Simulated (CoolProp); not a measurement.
R245ca along the isobar 4.46 MPa: Z from the reference equation and from simpler models built on Tc = 447.6 K, pc = 3.941 MPa, ω = 0.355; each cubic takes its own stable root.

Model: reference Helmholtz-energy equation of state, Zhou 2016, in CoolProp.

```
T (K)   phase  reference
-----  ------  ---------
386.7  liquid     0.1616
393.1  liquid     0.1622
399.6  liquid     0.1631
406.1  liquid     0.1644
412.6  liquid     0.1662
419    liquid     0.1686
425.5  liquid     0.1719
432    liquid     0.1767
438.5  liquid     0.1838
444.9  liquid     0.1957
```

Problem. How far does each simpler model (van der Waals, Soave-Redlich-Kwong, Peng-Robinson) lie from the reference over these 10 states: mean and median of the absolute difference, and the worst?

Solution. 
- van der Waals: mean 57.1 %, median 58.2 %, worst +59.7 % at 386.7 K and 4.46 MPa
- Soave-Redlich-Kwong: mean 16.0 %, median 15.1 %, worst +23.7 % at 444.9 K and 4.46 MPa
- Peng-Robinson: mean 3.9 %, median 2.3 %, worst +11.6 % at 444.9 K and 4.46 MPa
